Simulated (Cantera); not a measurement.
**Thermodynamics of roasting and sulfation, feed MgO + SO3 + CO2**

Charge: 1 mol MgO, 2.1 mol SO3, 0.47 mol CO2, equilibrated at 75.0 Torr.

Equilibrium computed with Cantera from the NASA thermochemical tables; the gas is ideal and each condensed phase is pure. Candidate condensed phases: C, Mg, MgCO3, MgO, MgS, MgSO4, S; 26 gas species. Rates play no part.

| T (K) | log p SO2 | log p SO3 | log p O2 | log p CO2 | log p O | log p CO | log p SO | n MgSO4(s) | n MgO(s) |
|---|---|---|---|---|---|---|---|---|---|
| 800 | -1.80 | -1.31 | -2.10 | -1.56 | <-13 | <-13 | <-13 | 1.00 | 0 |
| 900 | -1.50 | -1.57 | -1.80 | -1.60 | -12.17 | -12.56 | <-13 | 1.00 | 0 |
| 1000 | -1.36 | -1.94 | -1.66 | -1.63 | -10.64 | -11.01 | -12.25 | 1.00 | 0 |
| 1100 | -1.32 | -2.33 | -1.62 | -1.64 | -9.41 | -9.71 | -10.79 | 1.00 | 0 |
| 1200 | -1.30 | -2.69 | -1.60 | -1.65 | -8.40 | -8.61 | -9.58 | 1.00 | 0 |
| 1300 | -1.24 | -2.93 | -1.54 | -1.88 | -7.52 | -7.93 | -8.54 | 0 | 1.00 |
| 1400 | -1.24 | -3.20 | -1.54 | -1.89 | -6.79 | -7.12 | -7.67 | 0 | 1.00 |
| 1500 | -1.24 | -3.44 | -1.54 | -1.89 | -6.16 | -6.43 | -6.92 | 0 | 1.00 |
| 1600 | -1.24 | -3.64 | -1.54 | -1.89 | -5.61 | -5.82 | -6.27 | 0 | 1.00 |
| 1700 | -1.24 | -3.82 | -1.54 | -1.89 | -5.12 | -5.28 | -5.69 | 0 | 1.00 |
log p: log10 of the partial pressure in bar; n: condensed amount in mol.

From 800 K to 1200 K the condensed part is MgSO4(s). From 1300 K to 1700 K the condensed part is MgO(s).
